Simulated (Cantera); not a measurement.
A closed system holds: 1 mol BN, 0.92 mol N2, held at 44.0 Pa.

Method: chemical equilibrium by Gibbs-energy minimisation in Cantera with the NASA 1993 tables (ideal gas, pure condensed phases). Candidate condensed phases: B, BN; 5 gas species. The numbers say what is thermodynamically allowed, not how fast it happens.

Problem. What share of the B ends up in condensed phases as a function of T (K), at 1523, 1623, 1723, 1823, 1923, 2023, 2123, 2223, 2323, 2423, 2523, 2623, 2723?

Solution. 
```
T (K)  B condensed (%)     as
-----  ---------------  -----
1523             100.0  BN(s)
1623             100.0  BN(s)
1723             100.0  BN(s)
1823             100.0  BN(s)
1923             100.0  BN(s)
2023             100.0  BN(s)
2123              99.7   B(s)
2223              98.8   B(s)
2323              95.5   B(s)
2423              85.5   B(l)
2523              53.5   B(l)
2623               0.0      -
2723               0.0      -
```
